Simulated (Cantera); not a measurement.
An isothermal, constant-pressure homogeneous reactor starts with 0.268 % CO, 7.21 % O2, 0.0157 % H2O, 92.4 % N2, 0.102 % H2, at 1425 K and 27000 Pa.

Model: GRI-Mech 3.0 (53 species, 325 reactions), integrated in Cantera.

x: mole fraction; the columns are a selection and need not sum to one.

```csv
t (s),x CO,x O2,x H2O,x CO2,x OH,x H2O2
5.00e-5,0.00268,0.0721,0.000157,2.67e-9,?,<1e-12
0.000213,0.00268,0.0721,0.000157,1.52e-8,?,3.48e-12
0.000910,0.00268,0.0721,0.000163,1.51e-6,?,7.58e-11
0.00388,0.00179,0.0705,0.00104,0.000888,?,1.22e-8
0.0166,0.000352,0.0700,0.00107,0.00233,?,1.04e-8
0.0707,1.67e-5,0.0703,0.00115,0.00267,?,2.09e-9
0.302,7.42e-7,0.0704,0.00117,0.00268,?,2.09e-10
1.29,6.17e-8,0.0704,0.00117,0.00268,?,3.55e-11
5.49,2.95e-8,0.0704,0.00117,0.00268,4.52e-6,2.13e-11
23.4,2.94e-8,0.0704,0.00117,0.00268,4.51e-6,2.13e-11
100,2.94e-8,0.0704,0.00117,0.00268,4.51e-6,2.13e-11
```

Problem. Fill in the missing entries.

Solution. 
- 5.00e-5, x OH: 2.20e-9
- 0.000213, x OH: 2.51e-8
- 0.000910, x OH: 4.90e-6
- 0.00388, x OH: 0.000173
- 0.0166, x OH: 0.000148
- 0.0707, x OH: 5.10e-5
- 0.302, x OH: 1.46e-5
- 1.29, x OH: 5.86e-6
